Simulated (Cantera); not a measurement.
A closed system holds: 1 mol SiC, 0.0044 mol O2, 1.4 mol H2, at 1425 K and 1.40 bar.

Method: chemical equilibrium by Gibbs-energy minimisation in Cantera with the NASA 1993 tables (ideal gas, pure condensed phases). Candidate condensed phases: C, C6H6, C7H8, C8H18, H2O, Si, SiC, SiO2; 123 gas species. Mutual solubility and eutectic melting of coexisting phases are not modelled. The tables hold silica as quartz up to 1696 K and as liquid above; real silica turns to tridymite and cristobalite and melts near 1996 K. Kinetics and transport are ignored.

Base state: H2 0.997, CH4 0.00179, CO 0.000905, H2O 1.13e-5, SiO 1.10e-5 (mole fractions); condensed: SiC(s) + SiO2(β-quartz).

What changes in the equilibrium state with this change: O2 from 0.0044 to 0.089 mol?


```
species                before    after
-------------------  --------  -------
H2                      0.997    0.990
CH4                   0.00179  0.00517
CO                   0.000905  0.00456
SiO                   1.10e-5  6.42e-6
H2O                   1.13e-5  1.92e-5
SiC(s), mol             0.996    0.914
SiO2(β-quartz), mol   0.00375   0.0858
C(graphite), mol            0   0.0722
```

What changes in the equilibrium state with this change: pressure from 1.40 bar to 1 atm?


| species | before | after |
|---|---|---|
| H2 | 0.997 | 0.997 |
| CH4 | 0.00179 | 0.00128 |
| CO | 0.000905 | 0.00124 |
| SiO | 1.10e-5 | 1.52e-5 |
| H2O | 1.13e-5 | 1.12e-5 |
| SiC(s), mol | 0.996 | 0.996 |
| SiO2(β-quartz), mol | 0.00375 | 0.00351 |
